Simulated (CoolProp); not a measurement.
n-undecane along the isobar 9.6 MPa: density (kg/m³) from the reference equation and from simpler models built on Tc = 638.8 K, pc = 1.990 MPa, ω = 0.539; each cubic takes its own stable root.

Computed with CoolProp (reference Helmholtz-energy equation of state, Aleksandrov 2011). It is a short technical equation, of lower accuracy than the large ones.

```csv
T (K),phase,reference,van der Waals,Soave-Redlich-Kwong,Peng-Robinson
524.9,liquid,576.5,353.5,502.4,564.3
536.8,liquid,566.8,350.4,494.1,554.8
548.7,liquid,556.9,347.2,485.6,545.0
560.6,liquid,546.8,343.9,476.7,534.7
572.4,liquid,536.6,340.7,467.6,524.2
584.3,liquid,526.1,337.4,458.2,513.2
596.2,liquid,515.4,334.1,448.4,501.8
608.1,liquid,504.4,330.8,438.4,490.0
620,liquid,493.3,327.4,428.1,477.9
```
